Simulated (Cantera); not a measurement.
Charge: 1 mol B, 93 mol H₂, held at 18000 Pa.

Equilibrium computed with Cantera from the NASA thermochemical tables; the gas is ideal and each condensed phase is pure. Candidate condensed phases: B; 7 gas species. Equilibrium is a limit: real reactors are often held back by kinetics, nucleation or transport. All values below are at 1025 K.

Base state: H₂ 1.00 (mole fractions); condensed: B(s).

Task: What changes in the equilibrium state with this change: B replaced by borazine?

Result: 
```json
[
 {"species": "H₂", "before": "1.00", "after": "1.00"},
 {"species": "B(s), mol", "before": "1.000", "after": "0"},
 {"species": "BN(s), mol", "before": "0", "after": "3.00"}
]
```
The feed counts by its element totals alone. Further candidate phases: BN.
